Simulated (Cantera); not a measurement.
**Premixed flame**

A freely propagating, adiabatic, planar premixed flame of 25.5 % H2, 16.1 % O2, 53.3 % N2, 5.10 % H2O, equivalence ratio 0.79, unburnt at 323 K and 97.5 Torr; mixture-averaged transport, grid criteria slope 0.08 and curve 0.16, no radiation.

Detailed kinetics in Cantera: the H2/O2 subset of GRI-Mech 3.0, which has no nitrogen chemistry. Burning velocities carry a grid error of a few per cent, more on coarse grids.

```
z (mm)  T (K)  u (m/s)    x H2    x O2   x H2O      x O     x HO2      x H
------  -----  -------  ------  ------  ------  -------  --------  -------
-13.8     323     1.89   0.255   0.161  0.0510    <1e-8     <1e-8    <1e-8
-9.17     323     1.89   0.255   0.161  0.0510    <1e-8     <1e-8    <1e-8
-6.88     323     1.89   0.255   0.161  0.0510    <1e-8     <1e-8    <1e-8
-4.59     323     1.89   0.255   0.161  0.0510    <1e-8     <1e-8    <1e-8
-2.29     328     1.91   0.251   0.162  0.0513  3.17e-7   2.23e-5  8.85e-7
-1.15     539     3.07   0.219   0.160  0.0681  7.99e-5  0.000106  0.00267
0         974     5.36   0.129   0.129   0.144  0.00325   2.99e-5   0.0269
1.15     1266     6.89  0.0482  0.0752   0.240   0.0106   1.32e-5   0.0476
2.29     1407     7.62  0.0308  0.0587   0.267   0.0125   8.78e-6   0.0450
4.59     1551     8.33  0.0285  0.0535   0.279   0.0118   6.48e-6   0.0344
9.17     1697     9.02  0.0260  0.0497   0.290  0.00985   4.77e-6   0.0236
18.3     1836     9.67  0.0215  0.0461   0.303  0.00741   3.37e-6   0.0144
36.7     1956     10.2  0.0159  0.0431   0.315  0.00499   2.31e-6  0.00768
```
x: mole fraction of selected species; z is measured from the peak of heat release.

```json
{
 "laminar_burning_velocity": "189 cm/s",
 "thermal_thickness": "4.59 mm",
 "peak x(O)": "0.0125",
 "peak x(HO2)": "0.000163",
 "peak x(H)": "0.0482",
 "grid_points": "119"
}
```
